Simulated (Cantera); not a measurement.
**Hydrocarbon pyrolysis for carbon deposition**

An isothermal, constant-pressure homogeneous reactor starts with 15.4 % CH₄, 84.6 % N₂, at 1425 K and 0.250 bar.

Model: GRI-Mech 3.0 (53 species, 325 reactions), integrated in Cantera. GRI-Mech 3.0 stops at C3 and has no aromatics, soot or wall deposition, so with more carbon than oxygen in the feed, carbon stays in small species such as C2H2 where larger ones or solid carbon would form.

```csv
t (s),x CH₄,x H₂,x C₂H,x C₂H₄,x C₂H₆,x CH₃,x C₂H₂
3.00e-5,0.154,8.13e-8,<1e-12,<1e-12,<1e-12,1.67e-7,<1e-12
9.53e-5,0.154,2.69e-7,<1e-12,5.23e-12,2.76e-11,5.42e-7,<1e-12
0.000302,0.154,8.64e-7,<1e-12,1.98e-10,8.97e-10,1.73e-6,<1e-12
0.000960,0.154,2.76e-6,<1e-12,6.58e-9,2.80e-8,5.45e-6,2.43e-12
0.00305,0.154,9.14e-6,<1e-12,1.94e-7,7.71e-7,1.60e-5,2.77e-10
0.00968,0.154,3.48e-5,<1e-12,3.52e-6,1.13e-5,3.28e-5,2.37e-8
0.0307,0.154,0.000156,<1e-12,3.40e-5,5.90e-5,5.15e-5,1.02e-6
0.0976,0.153,0.000883,2.19e-12,0.000279,0.000176,7.94e-5,3.64e-5
0.310,0.149,0.00515,3.45e-11,0.00122,0.000238,9.06e-5,0.000808
0.984,0.138,0.0197,1.81e-10,0.00137,0.000153,7.40e-5,0.00558
3.12,0.114,0.0503,4.46e-10,0.000814,7.58e-5,5.40e-5,0.0162
9.92,0.0758,0.101,8.60e-10,0.000778,2.71e-5,3.41e-5,0.0331
31.5,0.0327,0.156,1.50e-9,0.00130,5.74e-6,1.66e-5,0.0513
100,0.0116,0.184,2.14e-9,0.00171,1.47e-6,7.18e-6,0.0601
```
x: mole fraction; the columns are a selection and need not sum to one.

Equilibrium at this temperature and pressure: CH₄ 0.00706, H₂ 0.190, C₂H 1.07e-9, C₂H₄ 0.000871, C₂H₆ 6.52e-7, CH₃ 4.47e-6, C₂H₂ 0.0295 (gas phase only).
